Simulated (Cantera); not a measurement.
## Thermal oxidation and active oxidation of silicon: Si + H₂O + H₂

Feed: 1 mol Si, 0.0059 mol H₂O, 1.2 mol H₂, held at 1873.15 K and 13.3 mbar.

These are equilibrium values from Cantera (NASA tables, ideal gas, pure condensed phases), not measurements of a reactor. Candidate condensed phases: H₂O, Si, SiO₂; 18 gas species. Gases not in the tables: Si₂H₆ and higher silanes. Kinetics and transport are ignored.

| Property | Value |
|---|---|
| x(H₂) | 0.989 |
| x(H) | 0.00556 |
| x(SiO) | 0.00485 |
| x(Si) | 0.000663 |
| x(SiH) | 7.09e-5 |
| x(SiH₂) | 4.85e-5 |
| x(Si₂) | 4.95e-6 |
| x(Si₃) | 1.13e-6 |
| n(Si(l)) | 0.993 mol |
| gas amount | 1.216 mol |
